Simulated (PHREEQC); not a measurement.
Make-up at 25 °C: 2.7 mmol/kgw Ca(OH)2 and 0.076 mmol/kgw NaH2PO4. Closed to the air; pH follows from the charge balance.

Model: ion-association model, phreeqc.dat, run in PHREEQC.

No solid was allowed to form.

Question: Estimate the pH.

Answer: pH 11.66.

Question: In which forms is Ca present?

Answer: Ca+2 92 %, CaOH+ 5.4 %, CaPO4- 2.8 % of the Ca.

Saturation is exceeded, for instance for Hydroxyapatite; the values hold only as long as no solid forms.
